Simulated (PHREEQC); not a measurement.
## Brine (model solution)

A solution holds 54 mmol/kgw KCl, 14 mmol/kgw K2SO4 and 17 mmol/kgw KBr, at 76 °C. Closed to the air; pH follows from the charge balance.

Equilibrium calculation in PHREEQC: Pitzer model, pitzer.dat.

No solid was allowed to form.

**Question.** Estimate the specific conductance, density, osmotic coefficient.

**Answer.** specific conductance 28100 µS/cm; density 0.980 g/cm³; osmotic coefficient 0.896.

Away from 25 °C the constants follow the database's enthalpies or fits; those with neither stay at their 25 °C values.
